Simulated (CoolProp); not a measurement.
Saturation properties of R1234ze(Z).

The numbers come from the reference Helmholtz-energy equation of state, Akasaka 2019 in CoolProp.

```json
[
 {"T (K)": "297.2", "p (MPa)": "0.1717", "liquid density (kg/m³)": "1227", "vapour density (kg/m³)": "8.534", "enthalpy of vaporisation (kJ/kg)": "206.8", "surface tension (mN/m)": "12.9"},
 {"T (K)": "300.8", "p (MPa)": "0.1943", "liquid density (kg/m³)": "1217", "vapour density (kg/m³)": "9.605", "enthalpy of vaporisation (kJ/kg)": "204.6", "surface tension (mN/m)": "12.5"},
 {"T (K)": "304.3", "p (MPa)": "0.2185", "liquid density (kg/m³)": "1208", "vapour density (kg/m³)": "10.75", "enthalpy of vaporisation (kJ/kg)": "202.4", "surface tension (mN/m)": "12.0"},
 {"T (K)": "307.9", "p (MPa)": "0.2456", "liquid density (kg/m³)": "1198", "vapour density (kg/m³)": "12.03", "enthalpy of vaporisation (kJ/kg)": "200.1", "surface tension (mN/m)": "11.6"},
 {"T (K)": "311.4", "p (MPa)": "0.2745", "liquid density (kg/m³)": "1188", "vapour density (kg/m³)": "13.40", "enthalpy of vaporisation (kJ/kg)": "197.8", "surface tension (mN/m)": "11.2"},
 {"T (K)": "315", "p (MPa)": "0.3069", "liquid density (kg/m³)": "1178", "vapour density (kg/m³)": "14.93", "enthalpy of vaporisation (kJ/kg)": "195.3", "surface tension (mN/m)": "10.7"},
 {"T (K)": "318.5", "p (MPa)": "0.3411", "liquid density (kg/m³)": "1168", "vapour density (kg/m³)": "16.55", "enthalpy of vaporisation (kJ/kg)": "192.9", "surface tension (mN/m)": "10.3"},
 {"T (K)": "322", "p (MPa)": "0.3781", "liquid density (kg/m³)": "1158", "vapour density (kg/m³)": "18.32", "enthalpy of vaporisation (kJ/kg)": "190.4", "surface tension (mN/m)": "9.88"},
 {"T (K)": "325.6", "p (MPa)": "0.4194", "liquid density (kg/m³)": "1147", "vapour density (kg/m³)": "20.29", "enthalpy of vaporisation (kJ/kg)": "187.8", "surface tension (mN/m)": "9.45"},
 {"T (K)": "329.1", "p (MPa)": "0.4627", "liquid density (kg/m³)": "1137", "vapour density (kg/m³)": "22.37", "enthalpy of vaporisation (kJ/kg)": "185.2", "surface tension (mN/m)": "9.04"},
 {"T (K)": "332.7", "p (MPa)": "0.5107", "liquid density (kg/m³)": "1125", "vapour density (kg/m³)": "24.69", "enthalpy of vaporisation (kJ/kg)": "182.4", "surface tension (mN/m)": "8.62"},
 {"T (K)": "336.2", "p (MPa)": "0.5609", "liquid density (kg/m³)": "1114", "vapour density (kg/m³)": "27.14", "enthalpy of vaporisation (kJ/kg)": "179.7", "surface tension (mN/m)": "8.22"},
 {"T (K)": "339.8", "p (MPa)": "0.6164", "liquid density (kg/m³)": "1103", "vapour density (kg/m³)": "29.87", "enthalpy of vaporisation (kJ/kg)": "176.8", "surface tension (mN/m)": "7.81"}
]
```

It boils at 282.9 K under 1 atm.

Surface tension comes from a separate correlation (Kondou 2015).
